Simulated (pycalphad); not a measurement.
Source of the numbers: pycalphad with the COST 507 light-alloy database (1999); pressure 1 atm. These are 1990s assessments: newer ones move some temperatures and phases. Phase fractions are per mole of atoms. Diffusion is slow at the low end, where real alloys seldom reach equilibrium.

Problem. Give the equilibrium state of Ti-1.406Hf-0.08294B (wt.%) at 850 K.

Solution. 
```
T = 850.00 K, P = 101325 Pa, N = 1 mol of atoms
G = -36070 J/mol, H = 15258 J/mol, S = 60.39 J/(mol K)  (SER reference)
chemical potentials (J/mol): Ti -35384, Hf -80835, B -174008
phase             fraction      x(Ti)      x(Hf)       x(B)
HCP_A3              0.9940     0.9955     0.0038   0.000681
BM                  0.0060     0.4998   0.000172     0.5000
```

Problem. Give the equilibrium state of Ti-1.406Hf-0.08294B (wt.%) at 1850 K.

Solution. BCC_A2, fraction 0.950, with 1.4 Hf, 0.03 B wt.%; LIQUID, fraction 0.050, with 1.3 Hf, 1.1 B wt.%.

Database names, with the compositions (at.%) that they take in these runs: BM: Ti 50 B 50. BCC_A2 is bcc; HCP_A3 is hcp.
